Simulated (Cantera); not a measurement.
Charge: 1 mol CaCl2, 12 mol H2O, 15 mol N2, equilibrated at 1750 K and 0.133 bar.

These are equilibrium values from Cantera (NASA tables, ideal gas, pure condensed phases), not measurements of a reactor. Candidate condensed phases: Ca, CaCl2, CaO, Ca(OH)2, H2O, NH4Cl; 36 gas species. Condensed phases not in the tables: oxide chlorides. Kinetics and transport are ignored.

Base state: N2 0.535, H2O 0.396, HCl 0.0600, CaCl2 0.00533, H2 0.00165, Cl 0.000726, O2 0.000484, OH 0.000365 (mole fractions); condensed: CaO(s).

Question: What changes in the equilibrium state with this change: temperature from 1750 K to 1173.15 K?

Answer: 
```csv
species,before,after
N2,0.535,0.550
H2O,0.396,0.429
HCl,0.0600,0.0214
CaCl2,0.00533,2.78e-5
H,2.58e-5,<1e-9
OH,0.000365,3.93e-7
NO,0.000138,4.10e-7
Cl,0.000726,2.48e-6
"CaO(s), mol",0.851,0.291
"CaCl2(l), mol",0,0.708
```
Mutual solubility and eutectic melting of coexisting phases are not modelled.

Question: What changes in the equilibrium state with this change: temperature from 1750 K to 1423.15 K?

Answer: 
```
species        before     after
-----------  --------  --------
N2              0.535     0.536
H2O             0.396     0.394
HCl            0.0600    0.0680
CaCl2         0.00533   0.00167
H             2.58e-5   2.03e-7
OH           0.000365   1.40e-5
NO           0.000138   8.26e-6
O2           0.000484   3.11e-5
H2            0.00165  0.000124
CaO(s), mol     0.851     0.953
```

Question: What changes in the equilibrium state with this change: H2O from 12 to 1.9 mol?

Answer: 
```tsv
species	before	after
N2	0.535	0.837
H2O	0.396	0.0761
HCl	0.0600	0.0583
CaCl2	0.00533	0.0262
O2	0.000484	7.87e-5
OH	0.000365	0.000102
H2	0.00165	0.000784
NO	0.000138	6.96e-5
CaO(s), mol	0.851	0.531
```
